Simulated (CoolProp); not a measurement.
Hydrogen chloride at 298.15 K and 2.62 MPa is compressed adiabatically to 17.3 MPa with isentropic efficiency 0.8. Each further row changes one setting.

Model: reference Helmholtz-energy equation of state, Thol 2018, in CoolProp.

| case | work (kJ/kg) | final temperature (K) | final density (kg/m³) |
|---|---|---|---|
| as stated | 178 | 548.9 | 154 |
| efficiency 1 | 142 | 515.8 | 170 |
| efficiency 0.65 | 219 | 589.3 | 139 |
